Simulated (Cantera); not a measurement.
Charge: 1 mol PbO, 0.34 mol H₂, at 1900 K and 21.0 mbar.

Cantera equilibrium calculation (NASA polynomials, part measured and part estimated; ideal gas, pure solids and liquids). Candidate condensed phases: H₂O, Pb, PbO, PbO₂, Pb₃O₄; 12 gas species. Gases not in the tables: (PbO)n polymers. Rates play no part.

Base state: Pb 0.370, PbO 0.325, H₂O 0.234, O₂ 0.0660, OH 0.00368, H₂ 0.000817, O 0.000529, H 0.000157 (mole fractions); condensed: gas only.

What changes in the equilibrium state with this change: PbO replaced by TiO₂?


```
species              before    after
-----------------  --------  -------
H₂                 0.000817    0.850
H₂O                   0.234    0.145
H                  0.000157  0.00505
Pb                    0.370        0
PbO                   0.325        0
O₂                   0.0660  2.36e-8
Pb₂                 1.71e-5        0
O                  0.000529  3.16e-7
OH                  0.00368  7.09e-5
TiO₂(rutile), mol         0    0.802
Ti₄O₇(s), mol             0   0.0496
```
Mutual solubility and eutectic melting of coexisting phases are not modelled. Condensed phases not in the tables: Magnéli phases beyond Ti₄O₇. Further candidate phases: Ti, TiO, TiO₂, Ti₂O₃, Ti₃O₅, Ti₄O₇.

What changes in the equilibrium state with this change: H₂ from 0.34 to 1 mol?


| species | before | after |
|---|---|---|
| Pb | 0.370 | 0.473 |
| H₂O | 0.234 | 0.472 |
| H₂ | 0.000817 | 0.0266 |
| PbO | 0.325 | 0.0258 |
| O₂ | 0.0660 | 0.000254 |
| O | 0.000529 | 3.28e-5 |
| H | 0.000157 | 0.000893 |
| OH | 0.00368 | 0.00130 |
| Pb₂ | 1.71e-5 | 2.80e-5 |
